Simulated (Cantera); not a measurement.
Input: 1 mol CH3F, 0.037 mol F2, 7.8 mol H2, held at 3298.15 K and 10000 Pa.

Cantera equilibrium calculation (NASA polynomials, part measured and part estimated; ideal gas, pure solids and liquids). Candidate condensed phases: C, C6H6, C7H8, C8H18; 95 gas species. Rates play no part.

Base state: H 0.612, H2 0.283, HF 0.0721, C2H2 (acetylene) 0.0111, C3 0.00853, C2H 0.00604, C 0.00357, C2 0.00172 (mole fractions); condensed: gas only.

### Question
What changes in the equilibrium state with this change: CH3F replaced by C2F6?

### Answer
| species | before | after |
|---|---|---|
| HF | 0.0721 | 0.405 |
| H | 0.612 | 0.401 |
| H2 | 0.283 | 0.122 |
| F | 0.00158 | 0.0135 |
| C3 | 0.00853 | 0.0268 |
| C2H2 (acetylene) | 0.0111 | 0.0102 |
| CF2 | 2.11e-7 | 2.26e-5 |
| CF | 0.000171 | 0.00214 |
| C2HF | 3.64e-6 | 4.39e-5 |
| C5 | 0.000102 | 0.000685 |
| C4 | 3.37e-5 | 0.000155 |
The feed counts by its element totals alone.

### Question
What changes in the equilibrium state with this change: temperature from 3298.15 K to 3148.15 K?

### Answer
| species | before | after |
|---|---|---|
| H | 0.612 | 0.486 |
| H2 | 0.283 | 0.398 |
| HF | 0.0721 | 0.0805 |
| C2H2 (acetylene) | 0.0111 | 0.0208 |
| C6H2 | 3.15e-6 | 1.06e-5 |
| C4H2 | 0.000181 | 0.000454 |
| C | 0.00357 | 0.00145 |

### Question
What changes in the equilibrium state with this change: H2 from 7.8 to 2.4 mol?

### Answer
| species | before | after |
|---|---|---|
| H | 0.612 | 0.545 |
| H2 | 0.283 | 0.224 |
| HF | 0.0721 | 0.161 |
| C3 | 0.00853 | 0.0254 |
| C2H | 0.00604 | 0.0111 |
| C2H2 (acetylene) | 0.0111 | 0.0182 |
| C6H2 | 3.15e-6 | 2.21e-5 |
| C5 | 0.000102 | 0.000626 |
